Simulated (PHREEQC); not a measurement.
Consider water at 25 °C with 0.016 mol/kgw CuSO4 and 0.00034 mol/kgw HBF4. Closed to the air; pH follows from the charge balance.

Equilibrium calculation in PHREEQC: ion-association model, wateq4f.dat.

| quantity | before | after |
|---|---|---|
| pH | 3.30 | 4.14 |
| ionic strength (mol/kgw) | 0.0427 | 0.0422 |
| H2BO3- (mol/kgw) | 4.79e-10 | 3.34e-10 |

Question: Which change was made?
(A) CuSO4 replaced by NaHSO4 at the same molality
(B) CuSO4 left out
(C) HBF4 from 0.00034 to 3.4e-05 mol/kgw
(D) HBF4 replaced by Na2B4O7 at the same molality

Answer: C, HBF4 from 0.00034 to 3.4e-05 mol/kgw

No solid was allowed to form. Real BF4- forms and hydrolyses slowly; the run takes it at equilibrium.
